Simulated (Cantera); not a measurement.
Input (Python, Cantera):

```python
import numpy as np
import cantera as ct

gas = ct.Solution("SiF4_NH3_mec.yaml", "gas")
gas.TPX = 2100, 100000, {'NH3': 1, 'H2': 1.5}
reactor = ct.IdealGasConstPressureReactor(gas, energy="off", clone=False)
net = ct.ReactorNet([reactor])
net.rtol, net.atol = 1e-08, 1e-18
show = ['NH3', 'H2', 'NH', 'N', 'NH2']
times = np.geomspace(2e-05, 80, 11)

steps = ct.SolutionArray(gas, extra=["t"])
rows = []
print(f"{'t/s':>10s}{'T/K':>9s}{'P/Pa':>11s}" + "".join(f"{s:>11s}" for s in show))
for t in times:
    while net.time < t:
        t_next = net.step()
        steps.append(gas.state, t=t_next)
    rows.append([np.interp(t, steps.t, y) for y in (steps.T, steps.P, *steps(*show).X.T)])
    print(f"{t:10.3e}{rows[-1][0]:9.1f}{rows[-1][1]:11.4g}" + "".join(f"{x:11.3e}" for x in rows[-1][2:]))
rate = np.gradient(steps.T, steps.t)
print("integrator steps:", len(steps.t))
if steps.T.max() > steps.T[0] + 200:
    print(f"time of steepest temperature rise: {steps.t[rate.argmax()]:.4e} s")
gas.TPX = 2100, 100000, {'NH3': 1, 'H2': 1.5}
gas.equilibrate("TP")
print(f"equilibrium (TP): T = {gas.T:.1f} K  " + "  ".join(f"{s} {gas[s].X[0]:.3e}" for s in show))
```

It prints:

```
       t/s      T/K       P/Pa        NH3         H2         NH          N        NH2
 2.000e-05   2100.0      1e+05  3.996e-01  5.999e-01  2.270e-06  4.382e-08  3.158e-04
 9.146e-05   2100.0      1e+05  3.978e-01  6.004e-01  2.062e-05  1.187e-06  9.650e-04
 4.183e-04   2100.0      1e+05  3.877e-01  6.068e-01  2.402e-05  1.510e-06  1.030e-03
 1.913e-03   2100.0      1e+05  3.456e-01  6.339e-01  2.326e-05  1.533e-06  9.529e-04
 8.747e-03   2100.0      1e+05  2.132e-01  7.190e-01  2.010e-05  1.591e-06  6.868e-04
 4.000e-02   2100.0      1e+05  3.657e-02  8.321e-01  1.063e-05  1.508e-06  2.032e-04
 1.829e-01   2100.0      1e+05  1.083e-03  8.538e-01  1.054e-06  2.752e-07  1.093e-05
 8.365e-01   2100.0      1e+05  1.511e-04  8.544e-01  1.503e-07  3.966e-08  1.542e-06
 3.825e+00   2100.0      1e+05  3.078e-05  8.544e-01  3.063e-08  8.085e-09  3.141e-07
 1.749e+01   2100.0      1e+05  7.833e-06  8.544e-01  7.796e-09  2.058e-09  7.993e-08
 8.000e+01   2100.0      1e+05  5.115e-06  8.544e-01  5.091e-09  1.344e-09  5.219e-08
integrator steps: 1873
equilibrium (TP): T = 2100.0 K  NH3 5.107e-06  H2 8.544e-01  NH 5.083e-09  N 1.342e-09  NH2 5.211e-08
```

Detailed kinetics in Cantera: the gas-phase N/H chemistry of the illustrative SiF4/NH3 mechanism in the Surface Chemkin manual (1991). Walls and surfaces, which speed up NH3 decomposition in real reactors, are not modelled.
